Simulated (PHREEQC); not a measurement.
Consider water at 25 °C with 0.0071 mol (NH4)2SiF6 per kg of water. Closed to the air; pH follows from the charge balance.

Equilibrium calculation in PHREEQC: ion-association model, phreeqc.dat.

Each row changes one thing in this solution. No solid was allowed to form.

```json
[
 {"case": "as made", "pH": "3.18", "ionic strength (mol/kgw)": "0.0214", "F- (mol/kgw)": "0.00193", "HF (mol/kgw)": "0.00164", "HF2- (mol/kgw)": "1.22e-5"},
 {"case": "temperature from 25 to 90 °C", "pH": "3.42", "ionic strength (mol/kgw)": "…", "F- (mol/kgw)": "…", "HF (mol/kgw)": "0.00857", "HF2- (mol/kgw)": "0.000172"},
 {"case": "(NH4)2SiF6 replaced by HBF4 at the same molality", "pH": "2.22", "ionic strength (mol/kgw)": "0.00647", "F- (mol/kgw)": "0.000606", "HF (mol/kgw)": "0.00499", "HF2- (mol/kgw)": "1.16e-5"},
 {"case": "(NH4)2SiF6 from 0.0071 to 0.00781 mol/kgw", "pH": "3.18", "ionic strength (mol/kgw)": "0.0236", "F- (mol/kgw)": "0.00196", "HF (mol/kgw)": "0.00167", "HF2- (mol/kgw)": "1.25e-5"},
 {"case": "temperature from 25 to 60 °C", "pH": "3.25", "ionic strength (mol/kgw)": "0.0207", "F- (mol/kgw)": "0.00305", "HF (mol/kgw)": "0.00426", "HF2- (mol/kgw)": "5.72e-5"},
 {"case": "temperature from 25 to 35 °C", "pH": "3.19", "ionic strength (mol/kgw)": "0.0213", "F- (mol/kgw)": "0.00218", "HF (mol/kgw)": "…", "HF2- (mol/kgw)": "1.96e-5"},
 {"case": "diluted 5-fold with water", "pH": "3.24", "ionic strength (mol/kgw)": "0.00441", "F- (mol/kgw)": "0.00155", "HF (mol/kgw)": "0.00125", "HF2- (mol/kgw)": "7.44e-6"},
 {"case": "diluted 2-fold with water", "pH": "3.20", "ionic strength (mol/kgw)": "0.0108", "F- (mol/kgw)": "0.00176", "HF (mol/kgw)": "0.00148", "HF2- (mol/kgw)": "1.00e-5"}
]
```

**Question.** Some entries are withheld; supply them.

**Answer.** 
- temperature from 25 to 90 °C, ionic strength (mol/kgw): 0.0194
- temperature from 25 to 90 °C, F- (mol/kgw): 0.00485
- temperature from 25 to 35 °C, HF (mol/kgw): 0.00219

Species that the database lacks are ignored. Some of these states are supersaturated (in Quartz (slow to form), Chalcedony (slow to form), for instance). Away from 25 °C the constants follow the database's enthalpies or fits; those with neither stay at their 25 °C values. SiF6-2 is the database's only silicon fluoride.
